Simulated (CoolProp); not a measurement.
Nitrogen along the isotherm -187.75 °C: fugacity coefficient from the reference equation and from simpler models built on Tc = -147.0 °C, pc = 3.396 MPa, ω = 0.037; each cubic takes its own stable root.

Computed with CoolProp (reference Helmholtz-energy equation of state, Span 2000).

```tsv
p (MPa)	phase	reference
1.41	liquid	0.1661
2.83	liquid	0.08897
4.24	liquid	0.06378
5.66	liquid	0.05133
7.07	liquid	0.04410
8.49	liquid	0.03942
9.9	liquid	0.03626
11.3	liquid	0.03404
12.7	liquid	0.03245
14.1	liquid	0.03130
15.6	liquid	0.03044
17	liquid	0.02991
```

How far does each simpler model (van der Waals, Redlich-Kwong, Peng-Robinson) lie from the reference over these 12 states: mean and median of the absolute difference, and the worst?


- van der Waals: mean 169.1 %, median 168.6 %, worst +212.6 % at -187.75 °C and 17 MPa
- Redlich-Kwong: mean 6.3 %, median 6.2 %, worst -6.7 % at -187.75 °C and 17 MPa
- Peng-Robinson: mean 4.6 %, median 4.6 %, worst -8.8 % at -187.75 °C and 17 MPa
